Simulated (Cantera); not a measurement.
An adiabatic, constant-pressure homogeneous reactor starts with CO : H2 : CH4 : O2 : N2 = 0.34 : 1.2 : 0.07 : 1.38 : 5.18 (molar parts), equivalence ratio 0.66, at 1448 K and 0.760 atm.

Computed with Cantera and GRI-Mech 3.0 (53 species, 325 reactions).

### Question
Predict: time of steepest temperature rise; temperature at 5.00 s; equilibrium temperature; x(CO) at 5.00 s; x(H2) at 5.00 s; x(NO2) at 5.00 s.

### Answer
* **time of steepest temperature rise**: 24.1 µs
* **temperature at 5.00 s**: 2622 K
* **equilibrium temperature**: 2622 K
* **x(CO) at 5.00 s**: 0.0133 (gas-phase equilibrium 0.0133)
* **x(H2) at 5.00 s**: 0.00781 (gas-phase equilibrium 0.00781)
* **x(NO2) at 5.00 s**: 5.01e-6 (gas-phase equilibrium 5.01e-6)
